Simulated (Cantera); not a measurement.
## Adiabatic ignition

An adiabatic, constant-pressure homogeneous reactor starts with CH4 : H2 : O2 : N2 : CO2 = 1 : 0.19 : 3.95 : 14.9 : 0.83 (molar parts), equivalence ratio 0.53, at 1400 K and 110000 Pa.

Model: GRI-Mech 3.0 (53 species, 325 reactions), integrated in Cantera.

```json
[
 {"t (s)": "8.00e-6", "T (K)": "1400", "x CH4": "0.0479", "x H2": "0.00910", "x O2": "0.189", "x H2O": "4.50e-8", "x O": "3.37e-9", "x OH": "4.49e-9", "x NO": "<1e-12"},
 {"t (s)": "1.72e-5", "T (K)": "1400", "x CH4": "0.0479", "x H2": "0.00910", "x O2": "0.189", "x H2O": "1.44e-7", "x O": "4.87e-9", "x OH": "6.80e-9", "x NO": "<1e-12"},
 {"t (s)": "3.71e-5", "T (K)": "1400", "x CH4": "0.0479", "x H2": "0.00910", "x O2": "0.189", "x H2O": "5.15e-7", "x O": "8.90e-9", "x OH": "1.32e-8", "x NO": "<1e-12"},
 {"t (s)": "8.00e-5", "T (K)": "1400", "x CH4": "0.0479", "x H2": "0.00910", "x O2": "0.189", "x H2O": "2.40e-6", "x O": "2.30e-8", "x OH": "3.52e-8", "x NO": "<1e-12"},
 {"t (s)": "0.000172", "T (K)": "1400", "x CH4": "0.0479", "x H2": "0.00910", "x O2": "0.189", "x H2O": "1.74e-5", "x O": "1.04e-7", "x OH": "1.60e-7", "x NO": "<1e-12"},
 {"t (s)": "0.000371", "T (K)": "1401", "x CH4": "0.0476", "x H2": "0.00904", "x O2": "0.189", "x H2O": "0.000275", "x O": "9.24e-7", "x OH": "1.51e-6", "x NO": "<1e-12"},
 {"t (s)": "0.000800", "T (K)": "1434", "x CH4": "0.0418", "x H2": "0.00933", "x O2": "0.185", "x H2O": "0.00603", "x O": "8.23e-6", "x OH": "2.07e-5", "x NO": "2.58e-11"},
 {"t (s)": "0.00172", "T (K)": "2346", "x CH4": "<1e-12", "x H2": "0.00104", "x O2": "0.0888", "x H2O": "0.0997", "x O": "0.00223", "x OH": "0.00749", "x NO": "0.000188"},
 {"t (s)": "0.00371", "T (K)": "2355", "x CH4": "<1e-12", "x H2": "0.000911", "x O2": "0.0885", "x H2O": "0.100", "x O": "0.00193", "x OH": "0.00705", "x NO": "0.000553"},
 {"t (s)": "0.00800", "T (K)": "2353", "x CH4": "<1e-12", "x H2": "0.000907", "x O2": "0.0881", "x H2O": "0.100", "x O": "0.00192", "x OH": "0.00702", "x NO": "0.00130"},
 {"t (s)": "0.0172", "T (K)": "2351", "x CH4": "<1e-12", "x H2": "0.000899", "x O2": "0.0874", "x H2O": "0.100", "x O": "0.00188", "x OH": "0.00694", "x NO": "0.00277"},
 {"t (s)": "0.0371", "T (K)": "2347", "x CH4": "<1e-12", "x H2": "0.000886", "x O2": "0.0862", "x H2O": "0.100", "x O": "0.00183", "x OH": "0.00682", "x NO": "0.00526"},
 {"t (s)": "0.0800", "T (K)": "2342", "x CH4": "<1e-12", "x H2": "0.000870", "x O2": "0.0847", "x H2O": "0.100", "x O": "0.00176", "x OH": "0.00668", "x NO": "0.00824"},
 {"t (s)": "0.172", "T (K)": "2339", "x CH4": "<1e-12", "x H2": "0.000862", "x O2": "0.0839", "x H2O": "0.101", "x O": "0.00173", "x OH": "0.00659", "x NO": "0.00995"},
 {"t (s)": "0.371", "T (K)": "2339", "x CH4": "<1e-12", "x H2": "0.000860", "x O2": "0.0838", "x H2O": "0.101", "x O": "0.00172", "x OH": "0.00658", "x NO": "0.0102"},
 {"t (s)": "0.800", "T (K)": "2339", "x CH4": "<1e-12", "x H2": "0.000860", "x O2": "0.0838", "x H2O": "0.101", "x O": "0.00172", "x OH": "0.00658", "x NO": "0.0102"}
]
```
x: mole fraction; the columns are a selection and need not sum to one.

```yaml
time_of_steepest_temperature_rise: 0.953 ms
temperature at 0.800 s: 2339 K
equilibrium_temperature: 2339 K
x(CH4) at 0.800 s: <1e-12 (gas-phase equilibrium <1e-12)
x(H2) at 0.800 s: 0.000860 (gas-phase equilibrium 0.000860)
x(O2) at 0.800 s: 0.0838 (gas-phase equilibrium 0.0838)
```
